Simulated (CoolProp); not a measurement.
n-butane along the isobar 0.893 MPa: fugacity coefficient from the reference equation and from simpler models built on Tc = 425.1 K, pc = 3.796 MPa, ω = 0.201; each cubic takes its own stable root.

The numbers come from the reference Helmholtz-energy equation of state, Bücker 2006 in CoolProp.

```
T (K)   phase   reference  van der Waals  Peng-Robinson
-----  ------  ----------  -------------  -------------
241    liquid     0.02908         0.2583     (withheld)
255.1  liquid     0.05595         0.3523        0.05622
269.2  liquid     0.09908     (withheld)        0.09928
283.3  liquid      0.1636         0.5936         0.1637
297.3  liquid      0.2537         0.7385         0.2538
311.4  liquid      0.3752         0.8547         0.3752
325.5  liquid      0.5307         0.8690         0.5307
339.5  liquid      0.7207     (withheld)         0.7202
353.6     gas      0.8541         0.8921     (withheld)
367.7     gas  (withheld)         0.9016         0.8665
```

Question: Fill in the missing entries.

Answer: 
- 241, Peng-Robinson: 0.02936
- 269.2, van der Waals: 0.4642
- 339.5, van der Waals: 0.8813
- 353.6, Peng-Robinson: 0.8507
- 367.7, reference: 0.8722

At some of these states van der Waals gives the other phase, because its saturation line lies elsewhere.
